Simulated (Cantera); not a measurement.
A perfectly stirred reactor is fed with CH3OH : O2 : N2 : H2O = 1 : 1.7 : 9.1 : 0.81 (molar parts), equivalence ratio 0.88, at 330000 Pa; it is adiabatic with a 650 K inlet, and is followed from long to short residence time, starting on the burning branch (τ in s: 0.037, 0.02, 0.011, 0.006, 0.0033, 0.0018, 0.00097, 0.00053, 0.00029, 0.00016, 8.6e-05).

Cantera simulation using GRI-Mech 3.0 (53 species, 325 reactions); the numbers are that mechanism's predictions, not measurements. GRI-Mech 3.0 was tuned for natural gas; its chemistry of methanol as a main component is partial and can be far from experiment.

**Question.** Predict: blow-out, bracketed by the residence times tried; x(CH3OH) at τ = 37.0 ms; x(O2) at τ = 37.0 ms; x(H2O) at τ = 37.0 ms; x(NO) at τ = 37.0 ms; x(H) at τ = 37.0 ms; x(CH3OH) at τ = 1.80 ms; x(O2) at τ = 1.80 ms; x(H2O) at τ = 1.80 ms; x(NO) at τ = 1.80 ms; x(H) at τ = 1.80 ms.

**Answer.** 
```
Quantity                                                                          Result
------------------------------------------------  --------------------------------------
blow-out, bracketed by the residence times tried  burning at 86.0 µs, the shortest tried
x(CH3OH) at τ = 37.0 ms                                                          2.28e-6
x(O2) at τ = 37.0 ms                                                              0.0156
x(H2O) at τ = 37.0 ms                                                              0.213
x(NO) at τ = 37.0 ms                                                             7.23e-5
x(H) at τ = 37.0 ms                                                              4.91e-5
x(CH3OH) at τ = 1.80 ms                                                          1.88e-5
x(O2) at τ = 1.80 ms                                                              0.0183
x(H2O) at τ = 1.80 ms                                                              0.209
x(NO) at τ = 1.80 ms                                                             2.43e-5
x(H) at τ = 1.80 ms                                                             0.000489
```
